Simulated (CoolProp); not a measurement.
Properties of R227EA along the isobar 25.4 bar.

Model: reference Helmholtz-energy equation of state, Lemmon 2016, in CoolProp.

```json
[
 {"T (K)": "272.2", "phase": "liquid", "Joule-Thomson coefficient (K/MPa)": "-0.2170", "conductivity (mW/(m K))": "[?]"},
 {"T (K)": "288.4", "phase": "liquid", "Joule-Thomson coefficient (K/MPa)": "-0.1454", "conductivity (mW/(m K))": "63.5"},
 {"T (K)": "304.7", "phase": "liquid", "Joule-Thomson coefficient (K/MPa)": "-0.04317", "conductivity (mW/(m K))": "59.3"},
 {"T (K)": "320.9", "phase": "liquid", "Joule-Thomson coefficient (K/MPa)": "[?]", "conductivity (mW/(m K))": "[?]"},
 {"T (K)": "337.1", "phase": "liquid", "Joule-Thomson coefficient (K/MPa)": "0.3914", "conductivity (mW/(m K))": "50.8"},
 {"T (K)": "353.3", "phase": "liquid", "Joule-Thomson coefficient (K/MPa)": "1.035", "conductivity (mW/(m K))": "46.5"},
 {"T (K)": "369.5", "phase": "gas", "Joule-Thomson coefficient (K/MPa)": "19.91", "conductivity (mW/(m K))": "30.9"},
 {"T (K)": "385.7", "phase": "gas", "Joule-Thomson coefficient (K/MPa)": "12.57", "conductivity (mW/(m K))": "[?]"},
 {"T (K)": "401.9", "phase": "gas", "Joule-Thomson coefficient (K/MPa)": "9.601", "conductivity (mW/(m K))": "25.5"},
 {"T (K)": "418.2", "phase": "gas", "Joule-Thomson coefficient (K/MPa)": "7.808", "conductivity (mW/(m K))": "25.9"},
 {"T (K)": "434.4", "phase": "gas", "Joule-Thomson coefficient (K/MPa)": "[?]", "conductivity (mW/(m K))": "26.8"}
]
```

Question: Some entries are withheld; supply them.

Answer: 
- 272.2, conductivity (mW/(m K)): 67.6
- 320.9, Joule-Thomson coefficient (K/MPa): 0.1138
- 320.9, conductivity (mW/(m K)): 55.1
- 385.7, conductivity (mW/(m K)): 25.8
- 434.4, Joule-Thomson coefficient (K/MPa): 6.589

Thermal conductivity comes from a separate model (Huber 2003), an estimate that may be off by 10 % or more.
